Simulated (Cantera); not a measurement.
A closed system holds: 1 mol MgSO4, 0.21 mol O2, equilibrated at 10.0 Pa.

These are equilibrium values from Cantera (NASA tables, ideal gas, pure condensed phases), not measurements of a reactor. Candidate condensed phases: Mg, MgO, MgS, MgSO4, S; 14 gas species. Equilibrium is a limit: real reactors are often held back by kinetics, nucleation or transport.

x: gas mole fraction; n: condensed amount in mol.

```tsv
T (K)	x O2	x SO2	x O	x SO	x SO3	x Mg	n MgSO4(s)	n MgO(s)
575	1.00	<1e-12	<1e-12	<1e-12	<1e-12	<1e-12	1.00	0
725	1.00	8.74e-8	<1e-12	<1e-12	1.39e-7	<1e-12	1.00	0
875	0.995	0.00435	2.05e-10	<1e-12	0.000422	<1e-12	0.999	0.00101
1025	0.414	0.581	2.12e-8	4.21e-10	0.00507	<1e-12	0	1.00
1175	0.415	0.584	9.40e-7	3.92e-8	0.00119	<1e-12	0	1.00
1325	0.415	0.585	?	?	?	?	0	1.00
1475	0.415	0.585	0.000185	2.11e-5	0.000160	1.09e-9	0	1.00
1625	0.414	0.584	?	?	?	?	0	1.000
1775	0.411	0.581	0.00614	0.00135	4.28e-5	2.65e-5	0	1.000
1925	0.400	0.568	0.0233	0.00658	2.52e-5	0.00126	0	0.998
```

Question: Some entries are withheld; supply them.

Answer: 
- 1625, x O: 0.00125
- 1625, x SO: 0.000205
- 1625, x SO3: 7.81e-5
- 1625, x Mg: 2.72e-7
- 1325, x O: 1.77e-5
- 1325, x SO: 1.30e-6
- 1325, x SO3: 0.000389
- 1325, x Mg: 1.22e-12
